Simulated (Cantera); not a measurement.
A closed system holds: 1 mol toluene, 0.56 mol CO2, 0.3 mol N2, at 400 Pa.

Method: chemical equilibrium by Gibbs-energy minimisation in Cantera with the NASA 1993 tables (ideal gas, pure condensed phases). Candidate condensed phases: C, C6H6, C7H8, C8H18, H2O; 136 gas species. Equilibrium is a limit: real reactors are often held back by kinetics, nucleation or transport. All values below are at 2475 °C.

Base state: H 0.538, H2 0.251, CO 0.150, N2 0.0326, HCN 0.0112, C2H2 (acetylene) 0.00701, C3 0.00411, CN 0.00191 (mole fractions); condensed: C(graphite).

### Question
What changes in the equilibrium state with this change: N2 from 0.3 to 2 mol?

### Answer
```csv
species,before,after
H,0.538,0.457
N2,0.0326,0.198
H2,0.251,0.181
HCN,0.0112,0.0236
CO,0.150,0.120
C2N2,9.80e-6,5.96e-5
CN,0.00191,0.00472
N,6.75e-6,1.67e-5
HNC,0.00171,0.00357
"C(graphite), mol",6.09,5.88
```
